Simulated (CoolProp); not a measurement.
Model: reference Helmholtz-energy equation of state, Lemmon 2006, in CoolProp. It is a short technical equation, of lower accuracy than the large ones.

Problem. For nitrous oxide, give the phase and the cv (kJ/(kg K)), isothermal compressibility (1/MPa) at 34.25 °C and 7.31 bar.

Solution. 
- 34.25 °C and 7.31 bar: gas; cv 0.710, isothermal compressibility 1.42
